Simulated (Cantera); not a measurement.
An adiabatic, constant-pressure homogeneous reactor starts with C3H8 : O2 : N2 = 1 : 5.15 : 19.4 (molar parts), at 1650 K and 0.350 bar. Integrator tolerance rtol = 1e-08.

Cantera simulation using GRI-Mech 3.0 (53 species, 325 reactions); the numbers are that mechanism's predictions, not measurements. GRI-Mech 3.0 was tuned for natural gas; its chemistry of propane as a main component is partial and can be far from experiment.

**Question.** What does this change do: initial temperature 1650 to 1248 K?

**Answer.** 
```
quantity                                                              before                                      after
---------------------------------  -----------------------------------------  -----------------------------------------
time of steepest temperature rise                                    61.1 µs                                    3.95 ms
temperature at 5.00 s                                                 2716 K                                     2588 K
equilibrium temperature                                               2716 K                                     2588 K
x(C3H8) at 5.00 s                      <1e-12 (gas-phase equilibrium <1e-12)      <1e-12 (gas-phase equilibrium <1e-12)
x(O2) at 5.00 s                        0.0281 (gas-phase equilibrium 0.0281)      0.0234 (gas-phase equilibrium 0.0234)
x(H2O) at 5.00 s                         0.107 (gas-phase equilibrium 0.107)        0.121 (gas-phase equilibrium 0.121)
x(HCN) at 5.00 s                   6.77e-10 (gas-phase equilibrium 6.77e-10)  2.82e-10 (gas-phase equilibrium 2.82e-10)
x(C2H4) at 5.00 s                      <1e-12 (gas-phase equilibrium <1e-12)      <1e-12 (gas-phase equilibrium <1e-12)
x(NO) at 5.00 s                        0.0111 (gas-phase equilibrium 0.0111)    0.00841 (gas-phase equilibrium 0.00841)
```
